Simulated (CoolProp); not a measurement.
Vapour-liquid equilibrium of CH2F2 (R32) (1) + R152A (2) at 1600 kPa; x and y are mole fractions of (1).

Model: multi-fluid Helmholtz-energy mixture model, Tillner-Roth 1997 and Outcalt 1996; pair parameters Bell 2016, in CoolProp.

```csv
x,bubble temperature (°C),y at the bubble point,dew temperature at overall composition x (°C),liquid density (mol/L)
0.05,59.9,0.093,61.2,12.25
0.15,54.5,0.259,58.1,12.82
0.25,49.6,0.400,54.8,13.40
0.35,45.0,0.522,51.3,14.00
0.45,40.9,0.626,47.7,14.63
0.55,37.0,0.716,43.9,15.27
0.65,33.5,0.794,39.9,15.95
0.75,30.2,0.862,35.5,16.66
0.85,27.2,0.922,30.8,17.42
0.95,24.3,0.976,25.7,18.21
```

No azeotrope shows between x = 0.05 and 0.95.

Pair parameters are fitted to limited data, so mixtures are less certain than the pure fluids.
